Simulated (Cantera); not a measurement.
Charge: 1 mol Ta, 0.08 mol H2O, a varied amount of H2, at 0.160 Pa.

Equilibrium computed with Cantera from the NASA thermochemical tables; the gas is ideal and each condensed phase is pure. Candidate condensed phases: H2O, Ta, Ta2O5; 12 gas species. Mutual solubility and eutectic melting of coexisting phases are not modelled. Condensed phases not in the tables: N, O or C dissolved in the metal. Equilibrium is a limit: real reactors are often held back by kinetics, nucleation or transport.

Stable condensed phases, one row left out:

```
T in °C \ n(H2) in mol
          23  31  42  57  77 110 140 190 260 360
   1500    A   A   A   A   A   A   A   A   A   A
   1450    A   A   A   A   A   A   A   A   A   A
   1350    B   B   B   B   B   B   A   A   A   A
   1300    B   B   B   B   B   B   B   B   B   A
   1250    B   B   B   B   B   B   B   B   B   B
   1200    B   B   B   B   B   B   B   B   B   B
   1150    B   B   B   B   B   B   B   B   B   B
   1100    B   B   B   B   B   B   B   B   B   B
   1050    B   B   B   B   B   B   B   B   B   B
   1000    B   B   B   B   B   B   B   B   B   B
    950    B   B   B   B   B   B   B   B   B   B
    900    B   B   B   B   B   B   B   B   B   B
```

A: Ta; B: Ta + Ta2O5.

Task: Give the row for 1400 °C.

Result: 23: Ta + Ta2O5; 31: Ta + Ta2O5; 42: Ta; 57: Ta; 77: Ta; 110: Ta; 140: Ta; 190: Ta; 260: Ta; 360: Ta.
